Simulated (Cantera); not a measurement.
An isothermal, constant-pressure homogeneous reactor starts with 87.0 % NH3, 13.0 % N2, at 1550 K and 760 Torr.

Cantera simulation using the gas-phase N/H chemistry of the illustrative SiF4/NH3 mechanism in the Surface Chemkin manual (1991); the numbers are that mechanism's predictions, not measurements. Walls and surfaces, which speed up NH3 decomposition in real reactors, are not modelled.

Q: Predict: x(NH3) at 3.00 s; x(NH) at 3.00 s; x(N2) at 3.00 s; x(H) at 3.00 s; x(H2) at 3.00 s; x(N2H4) at 3.00 s; x(NH2) at 3.00 s.

A: 
```
Property                                             Result
-----------------  ----------------------------------------
x(NH3) at 3.00 s      0.686 (gas-phase equilibrium 1.71e-5)
x(NH) at 3.00 s    1.35e-7 (gas-phase equilibrium 4.72e-12)
x(N2) at 3.00 s         0.167 (gas-phase equilibrium 0.302)
x(H) at 3.00 s      4.86e-6 (gas-phase equilibrium 2.63e-5)
x(H2) at 3.00 s         0.147 (gas-phase equilibrium 0.698)
x(N2H4) at 3.00 s    1.49e-7 (gas-phase equilibrium <1e-12)
x(NH2) at 3.00 s    5.18e-5 (gas-phase equilibrium 1.48e-9)
```
